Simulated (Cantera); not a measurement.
# Thermodynamics of chemical vapour transport, feed Al + H2O + O2

Charge: 1 mol Al, 0.058 mol H2O, 0.23 mol O2, held at 8.70 bar.

These are equilibrium values from Cantera (NASA tables, ideal gas, pure condensed phases), not measurements of a reactor. Candidate condensed phases: Al, Al2O3, H2O; 19 gas species. Mutual solubility and eutectic melting of coexisting phases are not modelled. Equilibrium is a limit: real reactors are often held back by kinetics, nucleation or transport.

```tsv
T (K)	x H2	x H	x AlH	x Al	x Al2O	x AlOH	n Al(s)	n Al2O3(s)	n Al(l)
798	1.00	<1e-12	<1e-12	<1e-12	<1e-12	<1e-12	0.655	0.173	0
848	1.00	6.45e-12	1.82e-12	<1e-12	<1e-12	<1e-12	0.655	0.173	0
898	1.00	3.71e-11	1.34e-11	<1e-12	<1e-12	<1e-12	0.655	0.173	0
948	1.00	1.78e-10	7.82e-11	<1e-12	<1e-12	<1e-12	0	0.173	0.655
998	1.00	7.29e-10	3.62e-10	5.40e-12	<1e-12	<1e-12	0	0.173	0.655
1048	1.00	2.62e-9	1.44e-9	3.27e-11	2.04e-12	<1e-12	0	0.173	0.655
1098	1.00	8.39e-9	5.05e-9	1.67e-10	1.52e-11	<1e-12	0	0.173	0.655
1148	1.00	2.43e-8	1.58e-8	7.42e-10	9.51e-11	1.50e-12	0	0.173	0.655
1198	1.00	6.45e-8	4.50e-8	2.90e-9	5.07e-10	7.19e-12	0	0.173	0.655
1248	1.00	1.58e-7	1.17e-7	1.01e-8	2.35e-9	3.04e-11	0	0.173	0.655
1298	1.000	3.63e-7	2.83e-7	3.21e-8	9.66e-9	1.14e-10	0	0.173	0.655
1348	1.000	7.84e-7	6.40e-7	9.31e-8	3.56e-8	3.89e-10	0	0.173	0.655
1398	1.000	1.60e-6	1.36e-6	2.50e-7	1.19e-7	1.21e-9	0	0.173	0.655
```
x: gas mole fraction; n: condensed amount in mol.

From 798 K to 898 K the condensed part is Al(s) + Al2O3(s). From 948 K to 1398 K the condensed part is Al(l) + Al2O3(s).
